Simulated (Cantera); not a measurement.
Diamond growth

A diamond (100) surface in a fixed gas of H2 with x(CH4) = 0.027, x(H) = 0.002, x(CH3) = 0.00091, at 1325 K; coverages are run to steady state.

Cantera simulation using the Harris–Goodwin 1993 mechanism for the reconstructed diamond (100) surface; the numbers are that mechanism's predictions, not measurements.

```csv
P (Pa),growth (µm/h),θ c6HH,θ c6H*,θ c6*H,θ c6**,θ c6HM
570,0.314,0.391,0.0505,0.518,0.0374,0.000117
860,0.578,0.391,0.0505,0.518,0.0371,0.000184
1300,1.03,0.391,0.0504,0.517,0.0367,0.000288
2000,1.82,0.391,0.0504,0.517,0.0365,0.000456
3000,3.05,0.391,0.0504,0.516,0.0362,0.000697
4500,5.05,0.390,0.0503,0.516,0.0361,0.00106
6800,8.45,0.390,0.0503,0.515,0.0359,0.00160
10000,13.8,0.390,0.0502,0.514,0.0358,0.00235
```
θ: site fractions in the mechanism's names (c6HH fully hydrogenated, c6H* and c6*H radical sites, c6** diradical, c6HM methylated).
